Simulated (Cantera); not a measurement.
**Pyrogenic steam for wet oxidation**

An isothermal, constant-pressure homogeneous reactor starts with H2 : O2 : N2 = 1.4 : 1 : 0.66 (molar parts), equivalence ratio 0.70, at 1198 K and 22000 Pa.

Detailed kinetics in Cantera: GRI-Mech 3.0 (53 species, 325 reactions). The temperature is held fixed by assumption; the heat of reaction is taken as removed at once.

```json
[
 {"t (s)": "1.00e-6", "x H2": "0.458", "x O2": "0.327", "x OH": "8.64e-11", "x NO2": "<1e-12", "x HO2": "2.19e-9", "x H2O": "7.38e-11"},
 {"t (s)": "2.68e-6", "x H2": "0.458", "x O2": "0.327", "x OH": "4.04e-10", "x NO2": "<1e-12", "x HO2": "5.91e-9", "x H2O": "9.76e-10"},
 {"t (s)": "7.20e-6", "x H2": "0.458", "x O2": "0.327", "x OH": "2.03e-9", "x NO2": "<1e-12", "x HO2": "1.62e-8", "x H2O": "1.25e-8"},
 {"t (s)": "1.93e-5", "x H2": "0.458", "x O2": "0.327", "x OH": "2.38e-8", "x NO2": "<1e-12", "x HO2": "5.19e-8", "x H2O": "2.73e-7"},
 {"t (s)": "5.18e-5", "x H2": "0.457", "x O2": "0.327", "x OH": "7.03e-6", "x NO2": "<1e-12", "x HO2": "3.27e-6", "x H2O": "9.28e-5"},
 {"t (s)": "0.000139", "x H2": "0.0569", "x O2": "0.152", "x OH": "0.0114", "x NO2": "1.92e-10", "x HO2": "7.66e-5", "x H2O": "0.400"},
 {"t (s)": "0.000373", "x H2": "0.00753", "x O2": "0.129", "x OH": "0.00304", "x NO2": "3.31e-9", "x HO2": "6.81e-5", "x H2O": "0.578"},
 {"t (s)": "0.00100", "x H2": "0.000880", "x O2": "0.127", "x OH": "0.000794", "x NO2": "3.04e-8", "x HO2": "2.52e-5", "x H2O": "0.591"},
 {"t (s)": "0.00268", "x H2": "0.000114", "x O2": "0.127", "x OH": "0.000305", "x NO2": "7.44e-8", "x HO2": "5.06e-6", "x H2O": "0.593"},
 {"t (s)": "0.00720", "x H2": "1.50e-5", "x O2": "0.127", "x OH": "0.000138", "x NO2": "8.22e-8", "x HO2": "9.30e-7", "x H2O": "0.593"},
 {"t (s)": "0.0193", "x H2": "2.62e-6", "x O2": "0.127", "x OH": "7.02e-5", "x NO2": "5.80e-8", "x HO2": "2.19e-7", "x H2O": "0.593"},
 {"t (s)": "0.0518", "x H2": "6.81e-7", "x O2": "0.127", "x OH": "3.90e-5", "x NO2": "3.38e-8", "x HO2": "6.78e-8", "x H2O": "0.593"},
 {"t (s)": "0.139", "x H2": "2.22e-7", "x O2": "0.127", "x OH": "2.29e-5", "x NO2": "2.09e-8", "x HO2": "2.69e-8", "x H2O": "0.593"},
 {"t (s)": "0.373", "x H2": "8.70e-8", "x O2": "0.127", "x OH": "1.42e-5", "x NO2": "1.84e-8", "x HO2": "1.61e-8", "x H2O": "0.593"},
 {"t (s)": "1.00", "x H2": "4.94e-8", "x O2": "0.127", "x OH": "1.01e-5", "x NO2": "2.33e-8", "x HO2": "1.48e-8", "x H2O": "0.593"}
]
```
x: mole fraction; the columns are a selection and need not sum to one.

Equilibrium at this temperature and pressure: H2 4.35e-8, O2 0.127, OH 9.17e-6, NO2 5.57e-7, HO2 1.50e-8, H2O 0.593 (gas phase only).
